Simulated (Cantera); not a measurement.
Mixture: CH4 : C2H6 : C3H8 : O2 : N2 = 1 : 0.21 : 0.32 : 3.1 : 8.98 (molar parts), equivalence ratio 1.4, at 900 Torr, adiabatic and at constant pressure. Ignition delay is the time to a rise of 400 K.

Cantera simulation using GRI-Mech 3.0 (53 species, 325 reactions); the numbers are that mechanism's predictions, not measurements. GRI-Mech 3.0 was tuned for natural gas; its chemistry of propane as a main component is partial and can be far from experiment.

Q: At T0 = 1250 K, what is the delay, and which 5 reactions control it most (d ln τ / d ln k, from doubling and halving each rate constant)?

A: The delay is 1.29 ms.
| reaction | d ln τ / d ln k | faster rate |
|---|---|---|
| CH3 + HO2 <=> CH3O + OH | -0.54 | shortens it |
| H + O2 <=> O + OH | -0.44 | shortens it |
| 2 CH3 (+M) <=> C2H6 (+M) | 0.36 | lengthens it |
| C2H5 + CH3 (+M) <=> C3H8 (+M) | -0.33 | shortens it |
| C2H6 + OH <=> C2H5 + H2O | -0.31 | shortens it |
